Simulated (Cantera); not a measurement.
Equilibrium for carbon deposition, reforming and gasification: C3H8 + O2 + N2 + H2O

Charge: 1 mol C3H8, 0.051 mol O2, 0.64 mol N2, 2.5 mol H2O, at 13.3 mbar.

These are equilibrium values from Cantera (NASA tables, ideal gas, pure condensed phases), not measurements of a reactor. Candidate condensed phases: C, C6H6, C7H8, C8H18, H2O; 136 gas species. Kinetics and transport are ignored.

```
T (K)   x H2       x H   x CO    x N2     x HCN  x C2H2 (acetylene)  n C(graphite)
-----  -----  --------  -----  ------  --------  ------------------  -------------
975    0.666   8.09e-9  0.265  0.0659   7.21e-7            3.80e-10          0.413
1175   0.667   8.67e-7  0.267  0.0657   1.18e-5             4.25e-8          0.398
1375   0.667   2.42e-5  0.267  0.0657   8.45e-5             1.19e-6          0.397
1575   0.667  0.000294  0.267  0.0655  0.000366             1.41e-5          0.394
1775   0.665   0.00204  0.267  0.0650   0.00113             9.47e-5          0.385
1975   0.657   0.00961  0.266  0.0639   0.00274            0.000427          0.361
2175   0.635    0.0337  0.263  0.0616   0.00549             0.00142          0.311
2375   0.581    0.0931  0.255  0.0575   0.00931             0.00361          0.218
2575   0.479     0.208  0.239  0.0512    0.0133             0.00704         0.0655
2775   0.338     0.377  0.216  0.0453    0.0126             0.00623              0
2975   0.192     0.555  0.191  0.0409   0.00836             0.00270              0
```
x: gas mole fraction; n: condensed amount in mol.

From 975 K to 2575 K the condensed part is C(graphite). From 2775 K to 2975 K nothing is condensed. The main C-bearing gas is CO throughout.
